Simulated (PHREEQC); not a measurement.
# Brine (model solution)

Solution (25 °C): 0.63 mol/kgw KCl and 3.7 mol/kgw MgCl2. Closed to the air; pH follows from the charge balance.

Model: Pitzer model, pitzer.dat, run in PHREEQC.

Precipitation was switched off in this run.

**Question.** Estimate the activity of water, density, osmotic coefficient.

**Answer.** activity of water 0.595; density 1.247 g/cm³; osmotic coefficient 2.335.
